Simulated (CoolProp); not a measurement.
R507A along the isobar 5.3 MPa: Z from the reference equation and from simpler models built on Tc = 343.8 K, pc = 3.705 MPa, ω = 0.286; each cubic takes its own stable root.

Model: reference Helmholtz-energy equation of state, Lemmon 2003, in CoolProp. It is a pseudo-pure fit of the blend.

| T (K) | phase | reference |
|---|---|---|
| 296.4 | liquid | 0.1940 |
| 304.1 | liquid | 0.1950 |
| 311.7 | liquid | 0.1967 |
| 319.3 | liquid | 0.1995 |
| 326.9 | liquid | 0.2038 |
| 334.6 | liquid | 0.2104 |
| 342.2 | liquid | 0.2208 |
| 349.8 | supercritical | 0.2393 |

**Question.** How far does each simpler model (van der Waals, Redlich-Kwong, Soave-Redlich-Kwong, Peng-Robinson) lie from the reference over these 8 states: mean and median of the absolute difference, and the worst?

**Answer.** 
- van der Waals: mean 57.8 %, median 59.8 %, worst +64.1 % at 296.4 K and 5.3 MPa
- Redlich-Kwong: mean 23.5 %, median 23.8 %, worst +25.3 % at 342.2 K and 5.3 MPa
- Soave-Redlich-Kwong: mean 20.8 %, median 20.1 %, worst +26.9 % at 349.8 K and 5.3 MPa
- Peng-Robinson: mean 7.9 %, median 6.9 %, worst +15.4 % at 349.8 K and 5.3 MPa
